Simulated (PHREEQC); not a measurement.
A solution holds 9.7e-05 mol Na2SiF6 per kg of water, at 15 °C. Closed to the air; pH follows from the charge balance.

Equilibrium calculation in PHREEQC: ion-association model, phreeqc.dat.

This is a speciation only: nothing precipitates in the calculation.

**Question.** What pH does the model give?

**Answer.** pH 3.61.

**Question.** In which forms is F present?

**Answer.** F- 77 %, HF 23 % of the F.

The solution is supersaturated, for example in Quartz (slow to form), so a real one may precipitate; this is no full list. Complexes and solids missing from the database can't appear. SiF6-2 is the database's only silicon fluoride.
